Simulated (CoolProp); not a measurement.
Benzene along the isobar 3.59 MPa: Z from the reference equation and from simpler models built on Tc = 562.0 K, pc = 4.906 MPa, ω = 0.211; each cubic takes its own stable root.

Computed with CoolProp (reference Helmholtz-energy equation of state, Thol 2012).

| T (K) | phase | reference |
|---|---|---|
| 351.3 | liquid | 0.1171 |
| 369.2 | liquid | 0.1142 |
| 387.1 | liquid | 0.1117 |
| 405.1 | liquid | 0.1098 |
| 423 | liquid | 0.1083 |
| 440.9 | liquid | 0.1073 |
| 458.8 | liquid | 0.1068 |
| 476.7 | liquid | 0.1070 |

Question: How far does each simpler model (van der Waals, Redlich-Kwong, Peng-Robinson) lie from the reference over these 8 states: mean and median of the absolute difference, and the worst?

Answer: 
- van der Waals: mean 61.5 %, median 61.4 %, worst +62.3 % at 351.3 K and 3.59 MPa
- Redlich-Kwong: mean 13.3 %, median 12.7 %, worst +16.7 % at 476.7 K and 3.59 MPa
- Peng-Robinson: mean 2.9 %, median 3.4 %, worst -3.7 % at 369.2 K and 3.59 MPa
